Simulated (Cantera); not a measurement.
Cantera run:

```python
import numpy as np
import cantera as ct

gas_names = """
    O2 CrO3 CO2 B2O3
""".split()
cond_names = """
    Cr(cr) Cr(L) C(gr) B(b) B(L)
""".split()


# ... load() reads the species with a 1 bar reference pressure and builds the phases ...
species = {s.name: s for s in load("nasa_gas.yaml", gas_names) + load("nasa_condensed.yaml", cond_names)}
# Each term lists the table entries of one substance; the one whose range holds T is used.
reactions = {
    '0.6667 Cr + O2(g) = 0.6667 CrO3(g)':
        [(-0.6666666666666666, ['Cr(cr)', 'Cr(L)']), (-1, ['O2']), (0.6666666666666666, ['CrO3'])],
    'C + O2(g) = CO2(g)':
        [(-1, ['C(gr)']), (-1, ['O2']), (1, ['CO2'])],
    '1.333 B + O2(g) = 0.6667 B2O3(g)':
        [(-1.3333333333333333, ['B(b)', 'B(L)']), (-1, ['O2']), (0.6666666666666666, ['B2O3'])],
}


def pick(names, T):
    return next(species[n] for n in names if species[n].thermo.min_temp <= T <= species[n].thermo.max_temp)


results = []
for label, terms in reactions.items():
    print(label)
    print("     T/K   dH/kJ  dS/(J/K)   dG/kJ   log10 K")
    for T in [875, 1075, 1275, 1475, 1675, 1875]:
        used = [(nu, pick(names, T)) for nu, names in terms]
        dH = sum(nu * s.thermo.h(T) for nu, s in used) / 1e6
        dS = sum(nu * s.thermo.s(T) for nu, s in used) / 1e3
        dG = dH - T * dS / 1e3
        logK = -dG * 1e6 / (ct.gas_constant * T * np.log(10))
        results.append((label, T, dH, dS, dG, logK, [s.name for _, s in used]))
        print(f"{T:8g} {dH:8.1f} {dS:8.1f} {dG:8.1f} {logK:8.2f}")
```

It prints:

```
0.6667 Cr + O2(g) = 0.6667 CrO3(g)
     T/K   dH/kJ  dS/(J/K)   dG/kJ   log10 K
     875   -197.0    -47.2   -155.7     9.30
    1075   -197.7    -47.9   -146.2     7.10
    1275   -198.8    -48.9   -136.5     5.59
    1475   -200.5    -50.0   -126.6     4.48
    1675   -202.7    -51.4   -116.5     3.63
    1875   -205.5    -53.0   -106.0     2.95
C + O2(g) = CO2(g)
     T/K   dH/kJ  dS/(J/K)   dG/kJ   log10 K
     875   -394.3      1.5   -395.7    23.62
    1075   -394.8      1.1   -395.9    19.24
    1275   -395.2      0.7   -396.1    16.23
    1475   -395.6      0.4   -396.2    14.03
    1675   -396.1      0.1   -396.3    12.36
    1875   -396.5     -0.1   -396.3    11.04
1.333 B + O2(g) = 0.6667 B2O3(g)
     T/K   dH/kJ  dS/(J/K)   dG/kJ   log10 K
     875   -558.9    -26.2   -535.9    31.99
    1075   -559.7    -27.1   -530.6    25.78
    1275   -560.7    -27.9   -525.1    21.51
    1475   -561.7    -28.7   -519.5    18.40
    1675   -562.9    -29.4   -513.7    16.02
    1875   -564.2    -30.1   -507.7    14.14
```

Cantera with NASA thermochemical tables; ideal gases at 1 bar, condensed phases pure. Condensed species are held in their standard states even where they would react or evaporate.
